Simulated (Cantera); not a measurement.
Input: 1 mol Si, 0.014 mol H2O, 450 mol H2, 0.034 mol CO2, at 101000 Pa.

Equilibrium computed with Cantera from the NASA thermochemical tables; the gas is ideal and each condensed phase is pure. Candidate condensed phases: C, C6H6, C7H8, C8H18, H2O, Si, SiC, SiO2; 123 gas species. Mutual solubility and eutectic melting of coexisting phases are not modelled. The tables hold silica as quartz up to 1696 K and as liquid above; real silica turns to tridymite and cristobalite and melts near 1996 K. Gases not in the tables: Si2H6 and higher silanes. Rates play no part.

Problem. Which condensed phases are stable at each of these points (T (K)): 1148, 1248, 1348, 1448, 1548, 1648, 1748, 1848, 1948, 2048?

Solution. 
| T (K) | condensed phases | Si condensed (%) |
|---|---|---|
| 1148 | Si(s) + SiC(s) + SiO2(β-quartz) | 100.0 |
| 1248 | Si(s) + SiC(s) + SiO2(β-quartz) | 99.9 |
| 1348 | Si(s) + SiC(s) + SiO2(β-quartz) | 98.9 |
| 1448 | Si(s) + SiC(s) | 92.0 |
| 1548 | Si(s) + SiC(s) | 91.9 |
| 1648 | Si(s) + SiC(s) | 91.7 |
| 1748 | Si(l) + SiC(s) | 91.2 |
| 1848 | Si(l) + SiC(s) | 90.3 |
| 1948 | Si(l) + SiC(s) | 87.9 |
| 2048 | Si(l) | 81.9 |

From 1148 K to 1348 K the condensed part is Si(s) + SiC(s) + SiO2(β-quartz). From 1448 K to 1648 K the condensed part is Si(s) + SiC(s). From 1748 K to 1948 K the condensed part is Si(l) + SiC(s). At 2048 K the condensed part is Si(l).
